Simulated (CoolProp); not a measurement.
Properties of chlorine along the isotherm 368.9 K.

Values from CoolProp's reference Helmholtz-energy equation of state, Thol 2021.

| p (kPa) | phase | density (kg/m³) | cv (kJ/(kg K)) | expansivity (1/kK) | fugacity coefficient |
|---|---|---|---|---|---|
| 1670 | gas | 43.59 | 0.4190 | 4.025 | 0.8974 |
| 3330 | gas | 105.4 | 0.4851 | 7.854 | 0.7939 |
| 5000 | liquid | 1144 | (withheld) | 4.331 | 0.5755 |
| 6670 | liquid | (withheld) | 0.4864 | 3.923 | 0.4461 |
| 8330 | liquid | 1172 | 0.4836 | 3.619 | 0.3691 |
| 10000 | liquid | (withheld) | 0.4814 | 3.378 | 0.3177 |
| 11700 | liquid | 1195 | 0.4795 | 3.179 | (withheld) |
| 13300 | liquid | 1205 | 0.4781 | 3.022 | 0.2547 |
| 15000 | liquid | 1214 | 0.4768 | (withheld) | 0.2332 |
| 16700 | liquid | 1223 | 0.4757 | 2.757 | 0.2164 |
| 18300 | liquid | (withheld) | 0.4749 | 2.655 | 0.2035 |
| 20000 | liquid | (withheld) | 0.4742 | 2.559 | 0.1922 |

### Question
Some entries are withheld; supply them.

### Answer

- 5000, cv (kJ/(kg K)): 0.4900
- 6670, density (kg/m³): 1159
- 10000, density (kg/m³): 1184
- 11700, fugacity coefficient: 0.2807
- 15000, expansivity (1/kK): 2.880
- 18300, density (kg/m³): 1231
- 20000, density (kg/m³): 1239
